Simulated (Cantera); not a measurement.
## Hydrocarbon pyrolysis for carbon deposition

A perfectly stirred reactor is fed with C₂H₆ : H₂ = 1 : 5 (molar parts), at 1.00 bar; it is held at 1875 K, and followed from long to short residence time.

Cantera simulation using GRI-Mech 3.0 (53 species, 325 reactions); the numbers are that mechanism's predictions, not measurements. GRI-Mech 3.0 stops at C3 and has no aromatics, soot or wall deposition, so with more carbon than oxygen in the feed, carbon stays in small species such as C2H2 where larger ones or solid carbon would form.

```tsv
τ (s)	x C₂H₆	x H₂	x H	x C₂H₄	x C₂H₂	x CH₂	x CH₃
3.9	1.44e-6	0.868	0.000616	0.00147	0.120	1.22e-7	0.000145
1.2	2.13e-6	0.867	0.000618	0.00147	0.119	1.40e-7	0.000167
0.39	4.16e-6	0.865	0.000622	0.00146	0.118	1.81e-7	0.000218
0.13	1.00e-5	0.860	0.000630	0.00146	0.115	2.65e-7	0.000320
0.040	2.89e-5	0.853	0.000650	0.00152	0.111	4.29e-7	0.000518
0.013	8.10e-5	0.842	0.000691	0.00174	0.104	7.02e-7	0.000829
0.0040	0.000232	0.829	0.000781	0.00246	0.0956	1.21e-6	0.00133
0.0013	0.000604	0.817	0.000941	0.00414	0.0869	2.09e-6	0.00205
0.00041	0.00156	0.806	0.00120	0.00780	0.0767	3.74e-6	0.00317
```
x: mole fraction; the columns are a selection and need not sum to one.
